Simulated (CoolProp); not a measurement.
C2F6 (R116) along the isotherm 295 K: fugacity coefficient from the reference equation and from simpler models built on Tc = 293.0 K, pc = 3048 kPa, ω = 0.257; each cubic takes its own stable root.

Values from CoolProp's reference Helmholtz-energy equation of state, Lemmon 2006. It is a short technical equation, of lower accuracy than the large ones.

```json
[
 {"p (kPa)": "24.1", "phase": "gas", "reference": "0.9974"},
 {"p (kPa)": "38.9", "phase": "gas", "reference": "0.9959"},
 {"p (kPa)": "62.9", "phase": "gas", "reference": "0.9933"},
 {"p (kPa)": "102", "phase": "gas", "reference": "0.9891"},
 {"p (kPa)": "164", "phase": "gas", "reference": "0.9826"},
 {"p (kPa)": "265", "phase": "gas", "reference": "0.9718"},
 {"p (kPa)": "428", "phase": "gas", "reference": "0.9546"},
 {"p (kPa)": "692", "phase": "gas", "reference": "0.9268"},
 {"p (kPa)": "1120", "phase": "gas", "reference": "0.8820"},
 {"p (kPa)": "1810", "phase": "gas", "reference": "0.8100"},
 {"p (kPa)": "2920", "phase": "gas", "reference": "0.6903"},
 {"p (kPa)": "4720", "phase": "supercritical", "reference": "0.4875"},
 {"p (kPa)": "7620", "phase": "supercritical", "reference": "0.3514"}
]
```

Problem. How far does each simpler model (van der Waals, Redlich-Kwong, Soave-Redlich-Kwong) lie from the reference over these 13 states: mean and median of the absolute difference, and the worst?

Solution. 
- van der Waals: mean 2.3 %, median 0.5 %, worst +13.5 % at 295 K and 7620 kPa
- Redlich-Kwong: mean 0.4 %, median 0.1 %, worst +3.1 % at 295 K and 7620 kPa
- Soave-Redlich-Kwong: mean 0.5 %, median 0.1 %, worst +3.6 % at 295 K and 7620 kPa
